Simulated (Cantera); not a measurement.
Feed: 1 mol CaO, 0.86 mol O2, 0.2 mol H2O, held at 1873 K and 0.100 bar.

These are equilibrium values from Cantera (NASA tables, ideal gas, pure condensed phases), not measurements of a reactor. Candidate condensed phases: Ca, CaO, Ca(OH)2, H2O; 14 gas species. Rates play no part.

Task: What is the equilibrium state?

Result: 
- x(O2): 0.809
- x(H2O): 0.187
- x(OH): 0.00359
- x(O): 0.000672
- x(H2): 6.79e-5
- x(H): 1.68e-5
- x(Ca(OH)2): 6.61e-6
- x(HO2): 3.48e-6
- n(CaO(s)): 1.000 mol
- gas amount: 1.061 mol
- log10 activity of Ca(l) (absent): -11.56
